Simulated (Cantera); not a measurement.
A Cantera script and its output.

```python
import numpy as np
import cantera as ct

gas = ct.Solution("gri30.yaml")
gas.TPX = 575, 1000000, {'CO': 1, 'H2': 0.42, 'CH4': 1.3, 'O2': 2.36, 'N2': 8.89}
flame = ct.FreeFlame(gas, width=0.008)
flame.set_refine_criteria(ratio=3, slope=0.08, curve=0.16)
flame.transport_model = "mixture-averaged"
flame.solve(loglevel=0, auto=True)
z, T = flame.grid, flame.T
thick = (T[-1] - T[0]) / np.gradient(T, z).max()
show = ['CO', 'H2', 'CH4', 'C2H4', 'CH3', 'CH2']
print(f"laminar burning velocity  {flame.velocity[0] * 100:.3f} cm/s")
print(f"burnt temperature         {T[-1]:.1f} K")
print(f"thermal thickness         {thick * 1e3:.4f} mm")
print(f"grid points               {len(z)}")
z0 = z[flame.heat_release_rate.argmax()]
print(f"{'z/mm':>9s}{'T/K':>9s}{'u/(m/s)':>9s}" + "".join(f"{s:>11s}" for s in show))
rows = []
for k in (-3, -2, -1.5, -1, -0.5, -0.25, 0, 0.25, 0.5, 1, 2, 4, 8):
    zz = z0 + k * thick
    rows.append([k * thick, np.interp(zz, z, T), np.interp(zz, z, flame.velocity),
                 *(np.interp(zz, z, flame.X[gas.species_index(s)]) for s in show)])
    print(f"{rows[-1][0] * 1e3:9.3f}{rows[-1][1]:9.1f}{rows[-1][2]:9.3f}" + "".join(f"{x:11.3e}" for x in rows[-1][3:]))
```

Output:

```
laminar burning velocity  42.745 cm/s
burnt temperature         2274.7 K
thermal thickness         0.0782 mm
grid points               132
     z/mm      T/K  u/(m/s)         CO         H2        CH4       C2H4        CH3        CH2
   -0.234    576.3    0.429  7.154e-02  3.070e-02  9.291e-02  1.767e-07  7.895e-10  9.676e-21
   -0.156    584.8    0.436  7.151e-02  3.160e-02  9.234e-02  2.113e-06  8.526e-09  3.814e-18
   -0.117    610.8    0.456  7.164e-02  3.264e-02  9.077e-02  1.098e-05  5.279e-08  4.726e-16
   -0.078    738.2    0.553  7.307e-02  3.445e-02  8.354e-02  8.701e-05  1.413e-06  9.170e-13
   -0.039   1218.7    0.923  8.206e-02  3.711e-02  5.551e-02  6.114e-04  1.721e-04  2.307e-08
   -0.020   1625.2    1.238  9.214e-02  3.861e-02  3.043e-02  1.107e-03  1.064e-03  1.739e-06
    0.000   1991.1    1.522  1.007e-01  3.918e-02  8.907e-03  6.355e-04  1.865e-03  2.729e-05
    0.020   2165.4    1.651  1.001e-01  3.881e-02  1.552e-03  6.591e-05  7.506e-04  3.031e-05
    0.039   2219.1    1.687  9.642e-02  3.924e-02  2.953e-04  3.695e-06  1.818e-04  9.580e-06
    0.078   2247.3    1.704  9.281e-02  4.045e-02  2.430e-05  4.474e-08  1.461e-05  7.571e-07
    0.156   2262.5    1.713  9.183e-02  4.115e-02  1.527e-06  2.217e-09  7.214e-07  2.968e-08
    0.313   2271.0    1.719  9.188e-02  4.132e-02  1.206e-07  1.796e-10  3.993e-08  1.136e-09
    0.625   2274.1    1.722  9.196e-02  4.135e-02  9.966e-09  1.308e-11  2.582e-09  5.566e-11
```

Cantera simulation using GRI-Mech 3.0 (53 species, 325 reactions); the numbers are that mechanism's predictions, not measurements. Burning velocities carry a grid error of a few per cent, more on coarse grids.
